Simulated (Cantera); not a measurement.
What does this Cantera script print?

```python
import numpy as np
import cantera as ct

gas_names = """
    C CN CO CO2 C2 CCN CNC C2N2 C2O C3 C3O2 C4 C4N2 C5 Fe FeC5O5 FeO N NCO NO NO2 NO3 N2 N2O O O2 O3
""".split()
cond_names = """
    C(gr) Fe(a) Fe(c) Fe(d) Fe(L) FeC5O5(L) FeO(s) FeO(L) Fe2O3(s) Fe3O4(s)
""".split()


# ... load() reads the species with a 1 bar reference pressure and builds the phases ...
atoms = {
    'Fe2O3': {'Fe': 2, 'O': 3},
    'C': {'C': 1},
    'N2': {'N': 2},
}
top_T = {'C(gr)': 4500, 'Fe2O3(s)': 1830, 'Fe3O4(s)': 1870}  # K; cautious upper limits of use, not melting points


# ... equilibrate(T, P, feed) seeds the gas with the atoms and calls Mixture.equilibrate('TP', solver="vcs", rtol=1e-11, max_steps=5000) ...
results = []
feed = {'Fe2O3': 1, 'C': 1.2, 'N2': 19}  # mol
T = 948.15  # K
P = 340  # Pa
mix = equilibrate(T, P, feed)
results.append((T, P, feed, dict(zip(mix.species_names, mix.species_moles))))
x = sorted(zip(gas.X, gas.species_names), reverse=True)
print(f"T = {T:g} K  P = {P:g} Pa  gas = {mix.phase_moles(0):.4g} mol")
print("   x: " + "  ".join(f"{s} {v:.3e}" for v, s in x if v > 1e-06))
print("   condensed (mol): " + ("  ".join(f"{mix.phase(i).name} {mix.phase_moles(i):.4g}"
      for i in range(1, mix.n_phases) if mix.phase_moles(i) > 1e-12) or "none"))
```

It prints:

```
T = 948.15 K  P = 340 Pa  gas = 20.2 mol
   x: N2 9.406e-01  CO 4.636e-02  CO2 1.305e-02
   condensed (mol): Fe(a) 0.4635  FeO(s) 1.536
```

Cantera equilibrium calculation (NASA polynomials, part measured and part estimated; ideal gas, pure solids and liquids). The tables' stoichiometric FeO is somewhat more stable than real wüstite, so its field is too wide. FeO: taken at fixed stoichiometry.
